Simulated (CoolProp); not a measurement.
A closed Brayton cycle with carbon dioxide: compressor inlet 318.15 K and 8.1 MPa, high pressure 16.3 MPa, turbine inlet 790 K, compressor efficiency 0.85, turbine efficiency 0.9, recuperator effectiveness 0.9 (on enthalpy, no pinch check). Each further row changes one setting.

Values from CoolProp's reference Helmholtz-energy equation of state, Span 1996.

```tsv
case	thermal efficiency (%)	net work (kJ/kg)	compressor to turbine work	compressor exit (K)	turbine exit (K)
as stated	…	58.9	0.34	372.6	708.0
turbine inlet 740 K	28.5	…	0.37	372.6	661.1
compressor inlet 328.15 K	…	53.6	0.40	…	708.0
high pressure 13.9 MPa	27.6	…	…	359.9	726.4
recuperator effectiveness 0.5	16.7	58.9	0.34	372.6	708.0
```

**Question.** Fill in the missing entries.

**Answer.** 
- as stated, thermal efficiency (%): 30.0
- turbine inlet 740 K, net work (kJ/kg): 52.6
- compressor inlet 328.15 K, thermal efficiency (%): 29.3
- compressor inlet 328.15 K, compressor exit (K): 388.1
- high pressure 13.9 MPa, net work (kJ/kg): 47.2
- high pressure 13.9 MPa, compressor to turbine work: 0.33
